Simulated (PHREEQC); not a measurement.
Dissolve 0.13 mol/kgw CdCl2 and 0.18 mol/kgw Na2SO4 at 25 °C. Closed to the air; pH follows from the charge balance.

Model: ion-association model, phreeqc.dat, run in PHREEQC.

Each row changes one thing in this solution. No solid was allowed to form.

```tsv
case	pH	ionic strength (mol/kgw)	Cl- (mol/kgw)	CdCl+ (mol/kgw)	CdCl2 (mol/kgw)	Cd+2 (mol/kgw)
as made	5.68	0.543	0.162	0.0593	0.0168	0.0149
Na2SO4 from 0.18 to 0.036 mol/kgw	5.47	0.228	0.137	0.0753	0.0213	0.0201
Na2SO4 left out	5.34	0.148	0.124	0.0832	0.0234	0.0216
temperature from 25 to 15 °C	5.71	0.545	0.163	0.0593	0.0165	0.0150
CdCl2 from 0.13 to 0.26 mol/kgw	5.50	0.630	0.252	0.130	0.0558	0.0209
CdCl2 from 0.13 to 0.195 mol/kgw	5.57	0.589	0.211	0.0956	0.0347	0.0184
diluted 5-fold with water	5.92	0.127	0.0402	0.00985	0.000923	0.00755
temperature from 25 to 5 °C	5.74	0.548	0.165	0.0594	0.0161	0.0152
0.016 mol/kgw LiF added	6.00	0.557	0.162	0.0593	0.0167	0.0149
```

Constants without temperature data keep their 25 °C values here.
